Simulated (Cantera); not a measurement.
# Thermodynamics of hydrogen reduction and annealing atmospheres, feed V2O5 + H2

Input: 1 mol V2O5, 1100 mol H2, held at 0.133 bar.

Cantera equilibrium calculation (NASA polynomials, part measured and part estimated; ideal gas, pure solids and liquids). Candidate condensed phases: H2O, V, VO, V2O3, V2O4, V2O5; 12 gas species. Mutual solubility and eutectic melting of coexisting phases are not modelled. VO: taken at fixed stoichiometry. Condensed phases not in the tables: the oxides between V2O3 and V2O5 other than VO2. The numbers say what is thermodynamically allowed, not how fast it happens.

```
T (°C)   x H2    x H2O       x H     x VO2      x VO      x OH  n V2O3(s)  n VO(s)
------  -----  -------  --------  --------  --------  --------  ---------  -------
527     0.998  0.00182  7.93e-12    <1e-12    <1e-12    <1e-12       1.00        0
627     0.998  0.00182  3.20e-10    <1e-12    <1e-12    <1e-12       1.00        0
727     0.998  0.00182   6.21e-9    <1e-12    <1e-12    <1e-12       1.00        0
827     0.998  0.00182   7.07e-8    <1e-12    <1e-12    <1e-12       1.00        0
927     0.998  0.00182   5.40e-7    <1e-12    <1e-12  7.86e-12       1.00        0
1027    0.998  0.00182   3.03e-6  5.62e-12    <1e-12  7.20e-11       1.00        0
1127    0.998  0.00201   1.33e-5  1.40e-10  1.88e-11  5.32e-10      0.792    0.415
1227    0.997  0.00273   4.81e-5   2.17e-9  3.99e-10   3.76e-9          0     2.00
1327    0.997  0.00273  0.000149   1.80e-8   5.68e-9   1.59e-8          0     2.00
1427    0.997  0.00273  0.000403   1.15e-7   5.84e-8   5.69e-8          0     2.00
```
x: gas mole fraction; n: condensed amount in mol.

From 527 °C to 1027 °C the condensed part is V2O3(s). At 1127 °C the condensed part is VO(s) + V2O3(s). From 1227 °C to 1427 °C the condensed part is VO(s).
